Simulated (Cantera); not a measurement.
Feed: 1 mol FeS₂, 0.3 mol SO₃, 0.17 mol H₂O, held at 673.15 K and 1330 Pa.

These are equilibrium values from Cantera (NASA tables, ideal gas, pure condensed phases), not measurements of a reactor. Candidate condensed phases: Fe, FeO, Fe(OH)₂, Fe(OH)₃, FeS, FeSO₄, FeS₂, Fe₂O₃, Fe₂(SO₄)₃, Fe₃O₄, H₂O, H₂SO₄, S; 22 gas species. Gases not in the tables: S₃ to S₇. Kinetics and transport are ignored.

Problem. What is the equilibrium state?

Solution. 
```json
{
  "x(SO₂)": "0.708",
  "x(H₂O)": "0.291",
  "x(H₂S)": "0.000417",
  "x(S₂)": "0.000286",
  "x(S₂O)": "4.63e-5",
  "x(H₂)": "8.65e-6",
  "n(FeS₂(s))": "0.943 mol",
  "n(Fe₃O₄(s))": "0.0188 mol",
  "gas_amount": "0.5826 mol",
  "log10 activity of S(l) (absent)": "-1.71",
  "log10 activity of FeSO₄(s) (absent)": "-2.50",
  "log10 activity of Fe(α) (absent)": "-7.35"
}
```
